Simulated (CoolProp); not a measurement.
Saturation properties of R11 (Tc = 471.1 K, pc = 4.408 MPa, ω = 0.189).

The numbers come from the reference Helmholtz-energy equation of state, Jacobsen 1992 in CoolProp.

```
T (K)  p (MPa)  enthalpy of vaporisation (kJ/kg)  vapour Z  surface tension (mN/m)  vapour viscosity (µPa s)
-----  -------  --------------------------------  --------  ----------------------  ------------------------
353.4   0.5264                                 …    0.8856                    11.0                      11.9
356.7   0.5694                             155.9    0.8791                    10.6                      12.0
360          …                                 …         …                    10.3                      12.1
363.3   0.6632                             152.5    0.8655                    9.88                      12.2
366.6   0.7142                             150.7    0.8583                    9.50                      12.3
369.9   0.7680                             148.9    0.8509                    9.13                      12.5
373.2   0.8248                             147.0    0.8432                    8.76                      12.6
376.5   0.8846                             145.1    0.8352                    8.39                      12.7
379.8   0.9476                                 …    0.8270                    8.03                      12.8
383.1    1.014                             141.2    0.8185                    7.67                      13.0
386.4    1.083                             139.1    0.8098                    7.31                      13.1
389.7    1.156                             136.9    0.8007                    6.96                      13.2
393      1.233                             134.7    0.7914                    6.61                      13.4
```

Task: What belongs in the gaps?

Result: 
- 353.4, enthalpy of vaporisation (kJ/kg): 157.6
- 360, p (MPa): 0.6150
- 360, enthalpy of vaporisation (kJ/kg): 154.2
- 360, vapour Z: 0.8724
- 379.8, enthalpy of vaporisation (kJ/kg): 143.2

It boils at 296.9 K under 1 atm.

Viscosity comes from a separate model (Klein 1997), an estimate that may be off by 10 % or more. Surface tension comes from a separate correlation (Mulero 2012).
